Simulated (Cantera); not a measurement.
What does this Cantera script print?

```python
import numpy as np
import cantera as ct

gas_names = [...]  # 113 gases of nasa_gas.yaml made of C, F, H, Si
cond_names = """
    C(gr) C6H6(L) C7H8(L) C8H18(L),n-octa Si(cr) Si(L) SiC(b)
""".split()


# ... load() reads the species with a 1 bar reference pressure and builds the phases ...
atoms = {
    'CHF3': {'C': 1, 'H': 1, 'F': 3},
    'Si': {'Si': 1},
}
top_T = {'C(gr)': 4500, 'SiC(b)': 3050}  # K; cautious upper limits of use, not melting points


# ... equilibrate(T, P, feed) seeds the gas with the atoms and calls Mixture.equilibrate('TP', solver="gibbs", rtol=1e-10, max_steps=50000) ...
results = []
feed = {'CHF3': 1, 'Si': 0.032}  # mol
for P in [1, 4.2, 18, 75, 320, 1300, 5600, 24000, 100000]:
    for T in [1475, 1675, 1875, 2075, 2275, 2475, 2675, 2875, 3075, 3275]:
        mix = equilibrate(T, P, feed)
        results.append((T, P, feed, dict(zip(mix.species_names, mix.species_moles))))

for T, P, feed, n in results:
    print(f"{T:7g} {P:10.4g}  " + (" + ".join(c for c in cond_names if n.get(c, 0) > 1e-12) or "gas only"))
```

Result:

```
   1475          1  C(gr)
   1675          1  C(gr)
   1875          1  C(gr)
   2075          1  C(gr)
   2275          1  C(gr)
   2475          1  C(gr)
   2675          1  gas only
   2875          1  gas only
   3075          1  gas only
   3275          1  gas only
   1475        4.2  C(gr)
   1675        4.2  C(gr)
   1875        4.2  C(gr)
   2075        4.2  C(gr)
   2275        4.2  C(gr)
   2475        4.2  C(gr)
   2675        4.2  gas only
   2875        4.2  gas only
   3075        4.2  gas only
   3275        4.2  gas only
   1475         18  C(gr)
   1675         18  C(gr)
   1875         18  C(gr)
   2075         18  C(gr)
   2275         18  C(gr)
   2475         18  C(gr)
   2675         18  C(gr)
   2875         18  gas only
   3075         18  gas only
   3275         18  gas only
   1475         75  C(gr)
   1675         75  C(gr)
   1875         75  C(gr)
   2075         75  C(gr)
   2275         75  C(gr)
   2475         75  C(gr)
   2675         75  C(gr)
   2875         75  gas only
   3075         75  gas only
   3275         75  gas only
   1475        320  C(gr)
   1675        320  C(gr)
   1875        320  C(gr)
   2075        320  C(gr)
   2275        320  C(gr)
   2475        320  C(gr)
   2675        320  C(gr)
   2875        320  C(gr)
   3075        320  gas only
   3275        320  gas only
   1475       1300  C(gr)
   1675       1300  C(gr)
   1875       1300  C(gr)
   2075       1300  C(gr)
   2275       1300  C(gr)
   2475       1300  C(gr)
   2675       1300  C(gr)
   2875       1300  C(gr)
   3075       1300  C(gr)
   3275       1300  gas only
   1475       5600  C(gr)
   1675       5600  C(gr)
   1875       5600  C(gr)
   2075       5600  C(gr)
   2275       5600  C(gr)
   2475       5600  C(gr)
   2675       5600  C(gr)
   2875       5600  C(gr)
   3075       5600  C(gr)
   3275       5600  gas only
   1475    2.4e+04  C(gr)
   1675    2.4e+04  C(gr)
   1875    2.4e+04  C(gr)
   2075    2.4e+04  C(gr)
   2275    2.4e+04  C(gr)
   2475    2.4e+04  C(gr)
   2675    2.4e+04  C(gr)
   2875    2.4e+04  C(gr)
   3075    2.4e+04  C(gr)
   3275    2.4e+04  C(gr)
   1475      1e+05  C(gr)
   1675      1e+05  C(gr)
   1875      1e+05  C(gr)
   2075      1e+05  C(gr)
   2275      1e+05  C(gr)
   2475      1e+05  C(gr)
   2675      1e+05  C(gr)
   2875      1e+05  C(gr)
   3075      1e+05  C(gr)
   3275      1e+05  C(gr)
```

Method: chemical equilibrium by Gibbs-energy minimisation in Cantera with the NASA 1993 tables (ideal gas, pure condensed phases). The tables' values for SiF2, SiF3 are old estimates.
